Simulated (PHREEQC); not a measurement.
Make-up at 15 °C: 0.084 mol/kgw NaOH. Closed to the air; pH follows from the charge balance.

Computed with PHREEQC (ion-association model, phreeqc.dat).

```
Property                      Result
--------------------  --------------
pH                             13.16
ionic strength        0.0840 mol/kgw
specific conductance     13800 µS/cm
density                  1.003 g/cm³
total alkalinity         84.0 meq/kg
```

| species | molality | activity | log γ |
|---|---|---|---|
| OH- | 0.0840 | 0.0653 | -0.109 |
| Na+ | 0.0840 | 0.0670 | -0.098 |

Precipitation was switched off in this run. Complexes and solids missing from the database can't appear.
